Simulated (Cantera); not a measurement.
## CH3SiH3 + C3H8 + H2 (silicon carbide growth)

A closed system holds: 1 mol CH3SiH3, 0.0078 mol C3H8, 66 mol H2, held at 0.100 bar.

These are equilibrium values from Cantera (NASA tables, ideal gas, pure condensed phases), not measurements of a reactor. Candidate condensed phases: C, C6H6, C7H8, C8H18, Si, SiC; 87 gas species. The feed counts by its element totals alone. Gases not in the tables: Si2H6 and higher silanes. Kinetics and transport are ignored.

From 1998 K to 2448 K the condensed part is SiC(s). From 2498 K to 2598 K nothing is condensed. The main Si-bearing gas is Si throughout.

| T (K) | x H2 | x H | x Si | x C2H2 (acetylene) | x SiC2 | n SiC(s) |
|---|---|---|---|---|---|---|
| 1998 | 0.995 | 0.00506 | 4.60e-5 | 0.000191 | 4.78e-7 | 0.995 |
| 2048 | 0.993 | 0.00705 | 0.000104 | 0.000232 | 1.20e-6 | 0.989 |
| 2098 | 0.990 | 0.00968 | 0.000218 | 0.000305 | 3.00e-6 | 0.979 |
| 2148 | 0.986 | 0.0131 | 0.000420 | 0.000431 | 7.52e-6 | 0.960 |
| 2198 | 0.981 | 0.0174 | 0.000761 | 0.000638 | 1.86e-5 | 0.927 |
| 2248 | 0.974 | 0.0229 | 0.00132 | 0.000966 | 4.52e-5 | 0.874 |
| 2298 | 0.966 | 0.0298 | 0.00219 | 0.00147 | 0.000107 | 0.787 |
| 2348 | 0.955 | 0.0382 | 0.00354 | 0.00223 | 0.000245 | 0.647 |
| 2398 | 0.941 | 0.0483 | 0.00558 | 0.00334 | 0.000546 | 0.422 |
| 2448 | 0.923 | 0.0605 | 0.00861 | 0.00490 | 0.00118 | 0.0622 |
| 2498 | 0.907 | 0.0750 | 0.00963 | 0.00520 | 0.00133 | 0 |
| 2548 | 0.889 | 0.0922 | 0.0101 | 0.00524 | 0.00134 | 0 |
| 2598 | 0.869 | 0.112 | 0.0104 | 0.00525 | 0.00133 | 0 |
x: gas mole fraction; n: condensed amount in mol.
